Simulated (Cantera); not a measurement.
Input: 1 mol CuO, 14 mol CO, 17 mol N2, equilibrated at 1.00 Torr.

Equilibrium computed with Cantera from the NASA thermochemical tables; the gas is ideal and each condensed phase is pure. Candidate condensed phases: C, Cu, CuO, Cu2O; 27 gas species. Rates play no part. All values below are at 2200 °C.

Base state: N2 0.524, CO 0.416, Cu 0.0308, CO2 0.0158, O 0.0115, NO 0.00129, O2 0.00110 (mole fractions); condensed: gas only.

Problem. What changes in the equilibrium state with this change: CO from 14 to 1 mol?

Solution. 
```csv
species,before,after
N2,0.524,0.859
Cu,0.0308,0.0506
CO,0.416,0.0463
CO2,0.0158,0.00437
O,0.0115,0.0286
O2,0.00110,0.00679
CuO,2.74e-6,1.12e-5
NO,0.00129,0.00411
```
